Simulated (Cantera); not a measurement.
A closed system holds: 1 mol Si, 0.003 mol O₂, 280 mol N₂, held at 1800 Pa.

Cantera equilibrium calculation (NASA polynomials, part measured and part estimated; ideal gas, pure solids and liquids). Candidate condensed phases: Si, SiO₂, Si₂N₂O, Si₃N₄; 16 gas species. N₂ is the only nitrogen source here; it is nearly inert below about 1500 K, so the nitride shown seldom forms there in practice. Mutual solubility and eutectic melting of coexisting phases are not modelled. The tables' values for SiN are old estimates; treat these amounts as uncertain. Kinetics and transport are ignored.

log p: log10 of the partial pressure in bar; n: condensed amount in mol.

```tsv
T (K)	log p N₂	log p Si	log p Si₂N	log p SiN	log p Si₂	log p SiO	log p Si₃	n Si₂N₂O(s)	n Si₃N₄(s)	n Si(l)
1400	-1.74	[?]	<-13	-11.98	<-13	-8.36	<-13	0.00593	0.329	0
1500	-1.74	[?]	-12.00	-10.46	<-13	-6.92	<-13	0.00415	0.330	0
1600	-1.74	[?]	-10.10	-9.13	-11.99	-6.41	<-13	0	0.331	0
1700	-1.74	[?]	-8.42	-7.97	-9.94	-6.41	-11.25	0	0.331	0
1800	-1.74	[?]	-6.93	-6.93	-8.13	-6.41	-8.96	0	0.319	0
1900	-1.75	[?]	-6.09	-6.25	-6.99	-6.41	-7.64	0	0	0.759
2000	-1.75	[?]	-5.70	-5.82	-6.35	-6.41	-7.01	0	0	0.210
2100	-1.75	[?]	-6.05	-5.78	-6.46	-6.42	-7.50	0	0	0
```

### Question
Complete the blanks.

### Answer

- 1400, log p Si: -11.42
- 1500, log p Si: -9.70
- 1600, log p Si: -8.20
- 1700, log p Si: -6.88
- 1800, log p Si: -5.71
- 1900, log p Si: -4.90
- 2000, log p Si: -4.36
- 2100, log p Si: -4.23
